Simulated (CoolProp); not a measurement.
Methanol along the isobar 470 bar: fugacity coefficient from the reference equation and from simpler models built on Tc = 513.4 K, pc = 82.16 bar, ω = 0.565; each cubic takes its own stable root.

Values from CoolProp's reference Helmholtz-energy equation of state, de Reuck 1993.

```
T (K)          phase  reference
-----  -------------  ---------
260.4         liquid   8.427e-5
286.3         liquid  0.0004071
312.1         liquid   0.001461
337.9         liquid   0.004191
363.8         liquid    0.01011
389.6         liquid    0.02111
415.5         liquid    0.03931
441.3         liquid    0.06635
467.2         liquid     0.1034
493           liquid     0.1503
518.9  supercritical     0.2059
```

### Question
How far does each simpler model (van der Waals, Redlich-Kwong, Soave-Redlich-Kwong, Peng-Robinson) lie from the reference over these 11 states: mean and median of the absolute difference, and the worst?

### Answer
- van der Waals: mean 4636.4 %, median 583.1 %, worst +31939.9 % at 260.4 K and 470 bar
- Redlich-Kwong: mean 418.2 %, median 193.5 %, worst +1680.0 % at 260.4 K and 470 bar
- Soave-Redlich-Kwong: mean 23.6 %, median 28.6 %, worst +31.1 % at 441.3 K and 470 bar
- Peng-Robinson: mean 13.8 %, median 15.8 %, worst +18.1 % at 415.5 K and 470 bar
